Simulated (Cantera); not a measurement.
Cantera run:

```python
import numpy as np
import cantera as ct

gas_names = """
    Electron AL AL+ AL- ALN ALO ALO+ ALO- ALO2 ALO2- AL2 AL2O AL2O+ AL2O2 AL2O2+ N N+ N- NO NO+ NO2 NO2-
    NO3 NO3- N2 N2+ N2- N2O N2O+ O O+ O- O2 O2+ O2- O3
""".split()
cond_names = """
    AL(cr) AL(L) ALN(s) AL2O3(a) AL2O3(L)
""".split()


# ... load() reads the species with a 1 bar reference pressure and builds the phases ...
atoms = {
    'Al2O3': {'AL': 2, 'O': 3},
    'N2': {'N': 2},
}
top_T = {'ALN(s)': 2750}  # K; cautious upper limits of use, not melting points


# ... equilibrate(T, P, feed) seeds the gas with the atoms and calls Mixture.equilibrate('TP', solver="vcs", rtol=1e-11, max_steps=5000) ...
results = []
feed = {'Al2O3': 1, 'N2': 0.01}  # mol
P = 133.322  # Pa
for T in [3000, 3500, 4000, 4500, 5000]:
    mix = equilibrate(T, P, feed)
    results.append((T, P, feed, dict(zip(mix.species_names, mix.species_moles))))

top = {s: max(r[3][s] / sum(r[3][g] for g in gas_names) for r in results) for s in gas_names}
cols = sorted((s for s in top if top[s] > 0.0001), key=lambda s: -top[s])[:7]
seen = [c for c in cond_names if any(r[3].get(c, 0) > 1e-12 for r in results)]
print("log10 of partial pressures in bar; condensed amounts in mol")
print(f"{'T/K':>10s}" + "".join(f"{s[:9]:>10s}" for s in cols + seen))
for T, P, feed, n in results:
    ng = sum(n[g] for g in gas_names)
    print(f"{T:10.4g}" + "".join(f"{np.log10(max(n[s] / ng * P / 1e5, 1e-99)):10.3f}" for s in cols)
          + "".join(f"{n.get(c, 0):10.4g}" for c in seen))
```

It prints:

```
log10 of partial pressures in bar; condensed amounts in mol
       T/K         O        AL       AL+  Electron       ALO      AL2O        O2
      3000    -3.171    -3.419    -5.832    -5.890    -3.708    -4.429    -4.449
      3500    -3.107    -3.293    -4.997    -4.997    -4.790    -6.748    -5.599
      4000    -3.112    -3.323    -4.402    -4.402    -5.774    -8.788    -6.569
      4500    -3.135    -3.420    -3.968    -3.968    -6.629   -10.542    -7.363
      5000    -3.173    -3.624    -3.678    -3.678    -7.458   -12.218    -8.037
```

Equilibrium computed with Cantera from the NASA thermochemical tables; the gas is ideal and each condensed phase is pure.
